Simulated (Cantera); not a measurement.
An isothermal, constant-pressure homogeneous reactor starts with CH4 : N2 = 1 : 88 (molar parts), at 1573 K and 0.0138 atm. Integrator tolerance rtol = 1e-08.

Detailed kinetics in Cantera: GRI-Mech 3.0 (53 species, 325 reactions). GRI-Mech 3.0 stops at C3 and has no aromatics, soot or wall deposition, so with more carbon than oxygen in the feed, carbon stays in small species such as C2H2 where larger ones or solid carbon would form. Radical loss at walls, strong at low pressure, is not modelled.

Question: What does this change do: pressure from 0.0138 atm to 0.132 atm?

Answer: 
| quantity | before | after |
|---|---|---|
| x(CH4) at 200 s | 1.48e-5 (gas-phase equilibrium 2.39e-7) | 1.45e-5 (gas-phase equilibrium 2.28e-6) |
| x(C2H) at 200 s | 4.24e-8 (gas-phase equilibrium 3.07e-9) | 1.39e-8 (gas-phase equilibrium 9.95e-10) |
| x(C2H2) at 200 s | 0.00554 (gas-phase equilibrium 0.000396) | 0.00554 (gas-phase equilibrium 0.000396) |
| x(CH3) at 200 s | 7.93e-7 (gas-phase equilibrium 1.30e-8) | 2.55e-7 (gas-phase equilibrium 4.02e-8) |
| x(H) at 200 s | 4.39e-5 (gas-phase equilibrium 4.46e-5) | 1.45e-5 (gas-phase equilibrium 1.45e-5) |

Question: What does this change do: CH4 1 to 2.5 parts?

Answer: 
```json
[
 {"quantity": "x(CH4) at 200 s", "before": "1.48e-5 (gas-phase equilibrium 2.39e-7)", "after": "3.87e-5 (gas-phase equilibrium 2.03e-6)"},
 {"quantity": "x(C2H) at 200 s", "before": "4.24e-8 (gas-phase equilibrium 3.07e-9)", "after": "6.66e-8 (gas-phase equilibrium 1.01e-8)"},
 {"quantity": "x(C2H2) at 200 s", "before": "0.00554 (gas-phase equilibrium 0.000396)", "after": "0.0134 (gas-phase equilibrium 0.00202)"},
 {"quantity": "x(CH3) at 200 s", "before": "7.93e-7 (gas-phase equilibrium 1.30e-8)", "after": "1.35e-6 (gas-phase equilibrium 7.12e-8)"},
 {"quantity": "x(H) at 200 s", "before": "4.39e-5 (gas-phase equilibrium 4.46e-5)", "after": "6.90e-5 (gas-phase equilibrium 6.94e-5)"}
]
```
